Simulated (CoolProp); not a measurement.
A Linde-Hampson liquefier for normal hydrogen: isothermal reversible compression at 230 K from 1 atm to 15 MPa, throttling to 1 atm, return gas leaving the recuperator 2 K below the feed. Each further row changes one setting.

Computed with CoolProp (reference Helmholtz-energy equation of state, Leachman 2009).

| case | compression work (kJ/kg of gas) |
|---|---|
| as stated | 4840 |
| high pressure 30 MPa | 5600 |
| warm-end temperature 260 K | 5460 |
| warm-end gap 7 K | 4840 |
